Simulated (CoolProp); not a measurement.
Isobutane along the isotherm 112.15 °C: Z from the reference equation and from simpler models built on Tc = 134.7 °C, pc = 3.629 MPa, ω = 0.184; each cubic takes its own stable root.

Model: reference Helmholtz-energy equation of state, Bücker 2006, in CoolProp.

| p (MPa) | phase | reference | van der Waals | Redlich-Kwong | Soave-Redlich-Kwong | Peng-Robinson |
|---|---|---|---|---|---|---|
| 0.111 | gas | 0.9874 | 0.9895 | 0.9876 | 0.9874 | 0.9862 |
| 0.167 | gas | 0.9810 | 0.9841 | 0.9813 | 0.9810 | 0.9791 |
| 0.252 | gas | 0.9711 | 0.9759 | 0.9716 | 0.9711 | 0.9683 |
| 0.38 | gas | 0.9560 | 0.9632 | 0.9568 | 0.9560 | 0.9518 |
| 0.573 | gas | 0.9323 | 0.9436 | 0.9337 | 0.9325 | 0.9262 |
| 0.865 | gas | 0.8946 | 0.9123 | 0.8972 | 0.8952 | 0.8858 |
| 1.3 | gas | 0.8328 | 0.8617 | 0.8382 | 0.8347 | 0.8208 |
| 1.97 | gas | 0.7165 | 0.7696 | 0.7303 | 0.7230 | 0.7027 |
| 2.97 | liquid | 0.1324 | 0.2153 | 0.1620 | 0.1563 | 0.1389 |
| 4.48 | liquid | 0.1910 | 0.2872 | 0.2228 | 0.2180 | 0.1943 |
| 6.76 | liquid | 0.2765 | 0.4007 | 0.3115 | 0.3070 | 0.2739 |
| 10.2 | liquid | 0.4002 | 0.5664 | 0.4383 | 0.4338 | 0.3875 |
| 15.4 | liquid | 0.5790 | 0.8062 | 0.6190 | 0.6145 | 0.5497 |
| 23.2 | liquid | 0.8349 | 1.150 | 0.8750 | 0.8704 | 0.7798 |
| 35 | liquid | 1.203 | 1.650 | 1.242 | 1.237 | 1.110 |
